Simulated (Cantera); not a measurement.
Feed: 1 mol Si₂H₆, 0.02 mol HCl, 300 mol H₂, held at 1.70 mbar.

Method: chemical equilibrium by Gibbs-energy minimisation in Cantera with the NASA 1993 tables (ideal gas, pure condensed phases). Candidate condensed phases: Si; 19 gas species. The feed counts by its element totals alone. Gases not in the tables: Si₂H₆ and higher silanes. Equilibrium is a limit: real reactors are often held back by kinetics, nucleation or transport.

### Question
Which condensed phases are stable at each of these points (T (K)): 1425, 1450, 1475, 1500, 1525, 1550, 1575, 1600, 1625, 1650, 1675, 1700, 1725?

### Answer
```tsv
T (K)	condensed phases	Si condensed (%)
1425	Si(s)	100.0
1450	Si(s)	100.0
1475	Si(s)	99.9
1500	Si(s)	99.9
1525	Si(s)	99.8
1550	Si(s)	99.6
1575	Si(s)	99.4
1600	Si(s)	99.0
1625	Si(s)	98.3
1650	Si(s)	97.3
1675	Si(s)	95.6
1700	Si(l)	93.3
1725	Si(l)	90.0
```

From 1425 K to 1675 K the condensed part is Si(s). From 1700 K to 1725 K the condensed part is Si(l).
